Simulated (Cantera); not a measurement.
**Equilibrium for iron carbonyl, mercury and lead vapours: PbO + CO + N2**

Feed: 1 mol PbO, a varied amount of CO, 21 mol N2, at 60.0 Pa.

These are equilibrium values from Cantera (NASA tables, ideal gas, pure condensed phases), not measurements of a reactor. Candidate condensed phases: C, Pb, PbO, PbO2, Pb3O4; 27 gas species. Equilibrium is a limit: real reactors are often held back by kinetics, nucleation or transport.

**Question.** Map the stable condensed phases over T = 1023, 1048, 1073, 1098, 1123, 1148, 1173, 1198, 1223, 1248, 1273, 1298, 1323 K and n(CO) in mol = 0.21, 0.6, 0.98, 1.4, 1.7, 2.1, 2.5, 2.9, 3.3, 3.7, 4, 4.4, 4.8.

**Answer.** 
```
T in K \ n(CO) in mol
         0.21  0.6 0.98  1.4  1.7  2.1  2.5  2.9  3.3  3.7    4  4.4  4.8
   1323     A    A    A    A    A    A    A    A    A    A    A    A    A
   1298     A    A    A    A    A    A    A    A    A    A    A    A    A
   1273     A    A    A    A    A    A    A    A    A    A    A    A    A
   1248     A    A    A    A    A    A    A    A    A    A    A    A    A
   1223     A    A    A    A    A    A    A    A    A    A    A    A    A
   1198     A    A    A    A    A    A    A    A    A    A    A    A    A
   1173     A    A    A    A    A    A    A    A    A    A    A    A    A
   1148     A    A    A    A    A    A    A    A    A    A    A    A    A
   1123     B    A    A    A    A    A    A    A    A    A    A    A    A
   1098     B    B    A    A    A    A    A    A    A    A    A    A    A
   1073     B    B    A    A    A    A    A    A    A    A    A    A    A
   1048     B    B    A    A    A    A    A    A    A    A    A    A    A
   1023     B    B    A    A    A    A    A    A    A    A    A    A    A
```
A: gas only; B: PbO.
